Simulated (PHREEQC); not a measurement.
Consider water at 70 °C with 0.0012 mol KHCO3, 0.00047 mol KOH and 0.046 mol NaCl per kg of water. Closed to the air; pH follows from the charge balance.

Equilibrium calculation in PHREEQC: ion-association model, phreeqc.dat.

This is a speciation only: nothing precipitates in the calculation.

**Question.** Order these C species by the share of C that they hold, largest first: NaHCO3, HCO3-, NaCO3-, CO2, CO3-2.

**Answer.** HCO3- (72 %), NaCO3- (20 %), CO3-2 (7.2 %), NaHCO3 (0.98 %), CO2 (0.16 %)

The pH is 8.87 and the ionic strength 0.0475 mol/kgw. Complexes and solids missing from the database can't appear. At this temperature some constants are extrapolated from 25 °C, and those without enthalpy data are left unchanged.
